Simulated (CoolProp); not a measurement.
Computed with CoolProp (reference Helmholtz-energy equation of state, Lemmon 2006). It is a short technical equation, of lower accuracy than the large ones.

Q: For R141b, give the phase and the speed of sound (m/s), Joule-Thomson coefficient (K/MPa), expansivity (1/kK), viscosity (µPa s) at 183.85 °C and 395 kPa; 190.95 °C and 395 kPa.

A: 
- 183.85 °C and 395 kPa: gas; speed of sound 182, Joule-Thomson coefficient 10.6, expansivity 2.47, viscosity 14.2
- 190.95 °C and 395 kPa: gas; speed of sound 183, Joule-Thomson coefficient 10.1, expansivity 2.42, viscosity 14.5

Viscosity comes from a separate model (Huber 2003), an estimate that may be off by 10 % or more.
